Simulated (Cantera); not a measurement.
Feed: 1 mol Ta(OEt)5, 0.027 mol H2O, equilibrated at 2800 K and 0.250 Pa.

Cantera equilibrium calculation (NASA polynomials, part measured and part estimated; ideal gas, pure solids and liquids). Candidate condensed phases: C, C6H6, C7H8, C8H18, H2O, Ta, TaC, Ta2O5; 113 gas species. The feed counts by its element totals alone. TaC: taken at fixed stoichiometry. Condensed phases not in the tables: Ta2C. Equilibrium is a limit: real reactors are often held back by kinetics, nucleation or transport.

### Question
What is the equilibrium state?

### Answer
| Property | Result |
|---|---|
| x(H) | 0.736 |
| x(CO) | 0.148 |
| x(C) | 0.111 |
| x(C2) | 0.00219 |
| x(Ta) | 0.00133 |
| x(C3) | 0.000943 |
| x(H2) | 0.000203 |
| x(C2H) | 5.50e-6 |
| x(CH) | 1.60e-6 |
| n(TaC(s)) | 0.955 mol |
| gas amount | 34.00 mol |
| log10 activity of Ta(s) (absent) | -1.25 |
| log10 activity of C(graphite) (absent) | -1.38 |
| log10 activity of Ta2O5(l) (absent) | -43.00 |
